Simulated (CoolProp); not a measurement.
The numbers come from the reference Helmholtz-energy equation of state, Lemmon 2016 in CoolProp.

Question: For R115, give the phase and the Z, cp (kJ/(kg K)), isothermal compressibility (1/MPa) at 245.3 K and 0.102 MPa; 245.3 K and 3.71 MPa.

Answer: 
- 245.3 K and 0.102 MPa: gas; Z 0.964, cp 0.657, isothermal compressibility 10.2
- 245.3 K and 3.71 MPa: liquid; Z 0.185, cp 0.945, isothermal compressibility 0.00274
